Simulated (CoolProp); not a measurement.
Properties of R113 along the isotherm 217.75 °C.

Computed with CoolProp (reference Helmholtz-energy equation of state, Marx 1992).

```
p (MPa)          phase       Z  cp (kJ/(kg K))  speed of sound (m/s)  isothermal compressibility (1/MPa)  expansivity (1/kK)  fugacity coefficient
-------  -------------  ------  --------------  --------------------  ----------------------------------  ------------------  --------------------
0.0536             gas  0.9948          0.8021                 151.2                               18.75               2.072                0.9948
0.0835             gas  0.9919          0.8029                 150.8                               12.07               2.093                0.9919
0.13               gas  0.9873          0.8043                 150.2                               7.792               2.125                0.9875
0.202              gas  0.9802          0.8066                 149.2                               5.052               2.176                0.9805
0.315              gas  0.9689          0.8103                 147.7                               3.279               2.261                0.9697
0.491              gas  0.9509          0.8167                 145.3                               2.146               2.405                0.9529
0.764              gas  0.9220          0.8280                 141.3                               1.426               2.661                0.9270
1.19               gas  0.8741          0.8508                 134.7                              0.9744               3.173                0.8868
1.85               gas  0.7906          0.9068                 123.0                              0.7146               4.429                0.8251
2.89               gas  0.6141           1.192                 97.68                              0.7077               10.80                0.7268
4.49     supercritical  0.2313           1.556                 142.3                              0.1029               11.58                0.5495
7        supercritical  0.3173           1.206                 223.7                             0.02929               4.878                0.3973
10.9     supercritical  0.4569           1.104                 295.0                             0.01444               3.116                0.3022
17       supercritical  0.6673           1.048                 368.7                            0.008271               2.225                0.2480
```

The peak of cp marks the crossing from liquid-like to gas-like fluid above the critical point.
